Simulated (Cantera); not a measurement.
A perfectly stirred reactor is fed with 4.98 % H₂, 95.0 % O₂, equivalence ratio 0.026, at 20.0 Torr; it is held at 1250 K, and followed from long to short residence time.

Detailed kinetics in Cantera: the H2/O2 subset of GRI-Mech 3.0, which has no nitrogen chemistry. Radical loss at walls, strong at low pressure, is not modelled. The temperature is held fixed by assumption; the heat of reaction is taken as removed at once.

### Question
Predict: x(H₂) at τ = 17.0 s; x(O₂) at τ = 17.0 s; x(OH) at τ = 17.0 s; x(O) at τ = 17.0 s; x(H₂O₂) at τ = 17.0 s; x(H₂) at τ = 0.100 s; x(O₂) at τ = 0.100 s; x(OH) at τ = 0.100 s; x(O) at τ = 0.100 s; x(H₂O₂) at τ = 0.100 s.

### Answer
```json
{
 "x(H₂) at τ = 17.0 s": "1.73e-5",
 "x(O₂) at τ = 17.0 s": "0.949",
 "x(OH) at τ = 17.0 s": "0.000353",
 "x(O) at τ = 17.0 s": "0.000237",
 "x(H₂O₂) at τ = 17.0 s": "3.45e-8",
 "x(H₂) at τ = 0.100 s": "0.000390",
 "x(O₂) at τ = 0.100 s": "0.942",
 "x(OH) at τ = 0.100 s": "0.00189",
 "x(O) at τ = 0.100 s": "0.00641",
 "x(H₂O₂) at τ = 0.100 s": "1.40e-7"
}
```
